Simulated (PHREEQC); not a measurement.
Sulfide liquor

A solution holds 0.092 mol NaHS, 0.3 mol NaHCO3 and 0.00054 mol MnCl2 per kg of water, at 25 °C. Closed to the air; pH follows from the charge balance.

The numbers come from PHREEQC with the ion-association model, wateq4f.dat.

This is a speciation only: nothing precipitates in the calculation.

Task: Estimate the pH.

Result: pH 7.97.

Task: In which forms is S present?

Result: HS- 95 %, H2S 5.4 % of the S.

Saturation is exceeded, for instance for Rhodochrosite; the values hold only as long as no solid forms. The polysulfide entries of wateq4f.dat were taken out for this run.
